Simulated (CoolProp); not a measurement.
A Linde-Hampson liquefier for oxygen: isothermal reversible compression at 230 K from 1 atm to 25 MPa, throttling to 1 atm, return gas leaving the recuperator 0 K below the feed. Each further row changes one setting.

The numbers come from the reference Helmholtz-energy equation of state, Schmidt 1985 in CoolProp.

```json
[
 {"case": "as stated", "liquid yield per pass": "0.256", "compression work (kJ/kg of gas)": "307"},
 {"case": "high pressure 50 MPa", "liquid yield per pass": "(withheld)", "compression work (kJ/kg of gas)": "347"},
 {"case": "warm-end temperature 260 K", "liquid yield per pass": "(withheld)", "compression work (kJ/kg of gas)": "(withheld)"},
 {"case": "warm-end gap 5 K", "liquid yield per pass": "(withheld)", "compression work (kJ/kg of gas)": "307"}
]
```

Some entries are withheld; supply them.


- high pressure 50 MPa, liquid yield per pass: 0.292
- warm-end temperature 260 K, liquid yield per pass: 0.184
- warm-end temperature 260 K, compression work (kJ/kg of gas): 357
- warm-end gap 5 K, liquid yield per pass: 0.245
